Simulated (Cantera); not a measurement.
Input: 1 mol Pb, 0.0019 mol O2, 73 mol H2, equilibrated at 96.0 mbar.

Method: chemical equilibrium by Gibbs-energy minimisation in Cantera with the NASA 1993 tables (ideal gas, pure condensed phases). Candidate condensed phases: H2O, Pb, PbO, PbO2, Pb3O4; 12 gas species. The numbers say what is thermodynamically allowed, not how fast it happens.

Task: What share of the Pb ends up in condensed phases as a function of T (°C), at 675, 725, 775, 825, 875, 925, 975, 1025, 1075, 1125, 1175, 1225, 1275?

Result: 
```csv
T (°C),Pb condensed (%),as
675,99.6,Pb(l)
725,98.8,Pb(l)
775,96.6,Pb(l)
825,91.1,Pb(l)
875,78.6,Pb(l)
925,52.3,Pb(l)
975,0.0,-
1025,0.0,-
1075,0.0,-
1125,0.0,-
1175,0.0,-
1225,0.0,-
1275,0.0,-
```
